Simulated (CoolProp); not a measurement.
Properties of oxygen at several states (Tc = 154.6 K, pc = 50.46 bar, ω = 0.022).

Computed with CoolProp (reference Helmholtz-energy equation of state, Schmidt 1985). Above 300 K oxygen's equation is extrapolated.

```csv
T (K),p (bar),phase,Joule-Thomson coefficient (K/MPa),isothermal compressibility (1/MPa),Prandtl number
883.2,78.4,supercritical,-0.1994,0.1248,0.752
849.4,1.19,gas,-0.1309,8.401,0.746
667.6,33.9,gas,0.1476,0.2922,0.741
780.4,1.75,gas,-0.03746,5.712,0.743
842.3,16.7,gas,-0.1290,0.5961,0.747
```

Viscosity comes from a separate model (Lemmon 2004). Thermal conductivity comes from a separate model (Lemmon 2004).
